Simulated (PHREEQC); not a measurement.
# Metal-bearing waste water: an equilibrium model

Solution (4.2 °C): 0.0019 mol CdCl2, 0.019 mol MgSO4 and 0.024 mol HCl per kg of water. Closed to the air; pH follows from the charge balance.

Computed with PHREEQC (ion-association model, phreeqc.dat).

Precipitation was switched off in this run.

**Question.** What pH, specific conductance does the model give?

**Answer.** pH 1.80; specific conductance 5700 µS/cm.

**Question.** In which forms is Cd present?

**Answer.** Cd+2 40 %, CdCl+ 39 %, CdSO4 17 %, CdCl2 2.5 %, Cd(SO4)2-2 2.1 % of the Cd.

Away from 25 °C the constants follow the database's enthalpies or fits; those with neither stay at their 25 °C values.
